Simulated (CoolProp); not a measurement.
The numbers come from the reference Helmholtz-energy equation of state, McLinden 2020 in CoolProp.

Question: Give the vapour pressure (bar), liquid density (kg/m³), enthalpy of vaporisation (kJ/kg), liquid cp (kJ/(kg K)) of saturated R1336mzz(Z) at 240 K.

Answer: 
```csv
T (K),p (bar),liquid density (kg/m³),enthalpy of vaporisation (kJ/kg),liquid cp (kJ/(kg K))
240,0.0376,1510,193,1.10
```
